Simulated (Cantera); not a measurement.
Source: NASA polynomial tables (part measured, part estimated), evaluated in Cantera. Values are per mole of reaction as written; species without (g) are pure solids or liquids, kept so even where they would boil at 1 bar.

3 O(g) + 2 B + BF3(g) ⇌ B3O3F3(g), with ΔH° = -1977.1 kJ and ΔS° = -406.9 J/K at 300 K.

How far is the shortcut ΔG° ≈ ΔH°(300 K) − T·ΔS°(300 K) from the full temperature-dependent value at 423, 523, 623, 723, 823, 923, 1023 K?


| T (K) | shortcut (kJ) | full (kJ) | difference (kJ) | difference in log10 K |
|---|---|---|---|---|
| 423 | -1804.9 | -1804.5 | -0.5 | 0.06 |
| 523 | -1764.3 | -1763.0 | -1.3 | 0.13 |
| 623 | -1723.6 | -1721.2 | -2.4 | 0.20 |
| 723 | -1682.9 | -1679.3 | -3.6 | 0.26 |
| 823 | -1642.2 | -1637.3 | -4.9 | 0.31 |
| 923 | -1601.5 | -1595.3 | -6.2 | 0.35 |
| 1023 | -1560.8 | -1553.3 | -7.5 | 0.38 |
The shortcut ignores the heat-capacity change of the reaction.
